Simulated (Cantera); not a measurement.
**NO annealing gas**

An isothermal, constant-pressure homogeneous reactor starts with 90.1 % NO, 9.91 % N2, at 2000 K and 1.01 bar.

Detailed kinetics in Cantera: GRI-Mech 3.0 (53 species, 325 reactions).

| t (s) | x NO | x NO2 | x N2 | x O | x N2O | x O2 |
|---|---|---|---|---|---|---|
| 5.00e-6 | 0.901 | 8.11e-7 | 0.0991 | 3.99e-6 | 4.75e-6 | 1.48e-8 |
| 1.37e-5 | 0.901 | 4.86e-6 | 0.0991 | 8.47e-6 | 1.29e-5 | 9.66e-8 |
| 3.78e-5 | 0.901 | 2.25e-5 | 0.0991 | 1.49e-5 | 3.45e-5 | 6.02e-7 |
| 0.000104 | 0.901 | 7.91e-5 | 0.0991 | 2.73e-5 | 8.76e-5 | 4.46e-6 |
| 0.000285 | 0.900 | 0.000223 | 0.0992 | 5.61e-5 | 0.000196 | 4.73e-5 |
| 0.000783 | 0.899 | 0.000378 | 0.0996 | 8.57e-5 | 0.000328 | 0.000410 |
| 0.00215 | 0.896 | 0.000420 | 0.101 | 9.45e-5 | 0.000376 | 0.00181 |
| 0.00592 | 0.888 | 0.000462 | 0.105 | 0.000104 | 0.000369 | 0.00575 |
| 0.0163 | 0.867 | 0.000555 | 0.116 | 0.000124 | 0.000348 | 0.0164 |
| 0.0447 | 0.810 | 0.000717 | 0.144 | 0.000167 | 0.000299 | 0.0445 |
| 0.123 | 0.677 | 0.000880 | 0.211 | 0.000238 | 0.000203 | 0.111 |
| 0.337 | 0.435 | 0.000799 | 0.332 | 0.000329 | 8.09e-5 | 0.232 |
| 0.927 | 0.171 | 0.000392 | 0.464 | 0.000406 | 1.25e-5 | 0.364 |
| 2.55 | 0.0401 | 9.95e-5 | 0.529 | 0.000439 | 1.04e-6 | 0.430 |
| 7.00 | 0.0121 | 3.05e-5 | 0.543 | 0.000446 | 4.61e-7 | 0.444 |
x: mole fraction; the columns are a selection and need not sum to one.

Equilibrium at this temperature and pressure: NO 0.00931, NO2 2.35e-5, N2 0.545, O 0.000446, N2O 4.38e-7, O2 0.445 (gas phase only).
